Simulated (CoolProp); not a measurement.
A single-stage vapour-compression cycle with R410A: evaporating at 214.15 K (dew point), condensing at 245.15 K (bubble point), superheat 0 K, subcooling 2 K, compressor efficiency 0.9, no pressure losses. Each further row changes one setting.

Model: reference Helmholtz-energy equation of state, Lemmon 2003, in CoolProp. It is a pseudo-pure fit of the blend.

| case | cooling COP | pressure ratio | discharge temperature (K) | refrigerating effect (kJ/kg) | volumetric capacity (kJ/m³) |
|---|---|---|---|---|---|
| as stated | 5.53 | 4.34 | 277.0 | 239 | 682 |
| evaporating temperature 219.15 K | 6.88 | 3.32 | 270.6 | 242 | … |
| condensing temperature 240.15 K | … | 3.53 | 267.6 | 246 | 702 |
| subcooling 7 K | … | 4.34 | 277.0 | 246 | 702 |
| superheat 10 K | … | 4.34 | … | 247 | … |
| compressor efficiency 0.8 | … | 4.34 | … | 239 | 682 |

### Question
Complete the blanks.

### Answer

- evaporating temperature 219.15 K, volumetric capacity (kJ/m³): 888
- condensing temperature 240.15 K, cooling COP: 6.72
- subcooling 7 K, cooling COP: 5.69
- superheat 10 K, cooling COP: 5.42
- superheat 10 K, discharge temperature (K): 288.6
- superheat 10 K, volumetric capacity (kJ/m³): 668
- compressor efficiency 0.8, cooling COP: 4.91
- compressor efficiency 0.8, discharge temperature (K): 283.4
